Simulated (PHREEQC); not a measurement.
Consider water at 76 °C with 0.2 mol/kgw NH3, 0.00028 mol/kgw NaAlO2 and 0.00013 mol/kgw (CH3)4NCl. Closed to the air; pH follows from the charge balance.

All values are PHREEQC results (ion-association model, phreeqc.dat), not measurements.

```tsv
quantity	before	after
pH	9.94	5.35
ionic strength (mol/kgw)	0.00240	0.200
NH4+ (mol/kgw)	0.00199	0.200
Al(OH)3 (mol/kgw)	4.42e-9	4.28e-5
SI of Gibbsite (Al(OH)3)	-0.98	+3.03
SI of Halite (NaCl)	-9.10	-9.34
```

Q: Name the change that produced these shifts.
A) 0.012 mol/kgw NaCl added
B) diluted 2-fold with water
C) NH3 replaced by NH4Br at the same molality
D) (CH3)4NCl replaced by AlCl3 at the same molality
E) (CH3)4NCl replaced by BaCl2 at the same molality

A: C, NH3 replaced by NH4Br at the same molality

This is a speciation only: nothing precipitates in the calculation. Some of these states are supersaturated (in Al(OH)3(a), Gibbsite (slow to form), for instance). (CH3)4N+ isn't in the database: it is added as a free cation with an ion size of 4 Å. Away from 25 °C the constants follow the database's enthalpies or fits; those with neither stay at their 25 °C values.
